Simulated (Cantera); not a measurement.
An isothermal, constant-pressure homogeneous reactor starts with 1.47 % C2H6, 98.5 % H2, at 1125 K and 120 Torr.

Cantera simulation using GRI-Mech 3.0 (53 species, 325 reactions); the numbers are that mechanism's predictions, not measurements. GRI-Mech 3.0 stops at C3 and has no aromatics, soot or wall deposition, so with more carbon than oxygen in the feed, carbon stays in small species such as C2H2 where larger ones or solid carbon would form.

x: mole fraction; the columns are a selection and need not sum to one.

```tsv
t (s)	x C2H6	x H2	x CH3	x CH2	x C2H	x CH4
6.00e-6	0.0147	0.985	1.08e-8	<1e-12	<1e-12	1.40e-9
4.13e-5	0.0147	0.985	4.00e-8	<1e-12	<1e-12	4.37e-8
0.000284	0.0147	0.985	…	<1e-12	<1e-12	…
0.00195	0.0147	0.985	1.11e-7	<1e-12	<1e-12	5.58e-6
0.0134	0.0131	0.985	9.98e-7	2.24e-12	<1e-12	0.000295
0.0923	0.00448	0.984	6.12e-7	1.35e-12	<1e-12	0.00251
0.634	0.000673	0.983	2.74e-7	<1e-12	<1e-12	0.00450
4.36	…	0.981	…	<1e-12	<1e-12	…
30.0	0.000240	0.976	5.53e-7	<1e-12	<1e-12	0.0193
```

Q: Complete the blanks.

A: 
- 0.000284, x CH3: 4.98e-8
- 0.000284, x CH4: 5.31e-7
- 4.36, x C2H6: 0.000491
- 4.36, x CH3: 4.14e-7
- 4.36, x CH4: 0.00883
